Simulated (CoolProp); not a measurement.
n-octane along the isotherm 620 K: fugacity coefficient from the reference equation and from simpler models built on Tc = 568.7 K, pc = 24.84 bar, ω = 0.398; each cubic takes its own stable root.

Computed with CoolProp (reference Helmholtz-energy equation of state, Beckmüller 2019).

```tsv
p (bar)	phase	reference
4.66	gas	0.9506
9.31	gas	0.9028
14	gas	0.8559
18.6	gas	0.8113
23.3	gas	0.7668
27.9	supercritical	0.7244
32.6	supercritical	0.6820
37.3	supercritical	0.6407
```

**Question.** How far does each simpler model (van der Waals, Redlich-Kwong, Soave-Redlich-Kwong, Peng-Robinson) lie from the reference over these 8 states: mean and median of the absolute difference, and the worst?

**Answer.** 
- van der Waals: mean 0.9 %, median 1.0 %, worst +1.3 % at 620 K and 18.6 bar
- Redlich-Kwong: mean 0.5 %, median 0.3 %, worst -1.8 % at 620 K and 37.3 bar
- Soave-Redlich-Kwong: mean 1.7 %, median 1.7 %, worst +3.2 % at 620 K and 37.3 bar
- Peng-Robinson: mean 1.0 %, median 1.1 %, worst -1.4 % at 620 K and 32.6 bar
